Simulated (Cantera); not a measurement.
A diamond (100) surface in a fixed gas of H2 with x(CH4) = 0.0065, x(H) = 0.00092, at 1148 K, 0.0484 atm; coverages are run to steady state.

Computed with Cantera and the Harris–Goodwin 1993 mechanism for the reconstructed diamond (100) surface.

θ: site fractions in the mechanism's names (c6HH fully hydrogenated, c6H* and c6*H radical sites, c6** diradical, c6HM methylated).

```
x(CH3)   growth (µm/h)  θ c6HH  θ c6H*  θ c6*H  θ c6**    θ c6HM
-------  -------------  ------  ------  ------  ------  --------
1e-06                ?   0.493  0.0320   0.456  0.0188   4.70e-5
2.1e-06              ?   0.493  0.0320   0.456  0.0188   9.87e-5
4.4e-06              ?   0.493  0.0320   0.456  0.0188  0.000207
9.1e-06              ?   0.493  0.0320   0.456  0.0187  0.000427
1.9e-05              ?   0.493  0.0320   0.455  0.0187  0.000890
4e-05                ?   0.492  0.0319   0.454  0.0186   0.00187
8.4e-05              ?   0.490  0.0318   0.453  0.0183   0.00390
0.00018              ?   0.487  0.0316   0.449  0.0178   0.00823
0.00037              ?   0.480  0.0311   0.443  0.0169    0.0165
```

Q: Some entries are withheld; supply them.

A: 
- 1e-06, growth (µm/h): 0.00799
- 2.1e-06, growth (µm/h): 0.0168
- 4.4e-06, growth (µm/h): 0.0351
- 9.1e-06, growth (µm/h): 0.0726
- 1.9e-05, growth (µm/h): 0.151
- 4e-05, growth (µm/h): 0.317
- 8.4e-05, growth (µm/h): 0.661
- 0.00018, growth (µm/h): 1.39
- 0.00037, growth (µm/h): 2.76
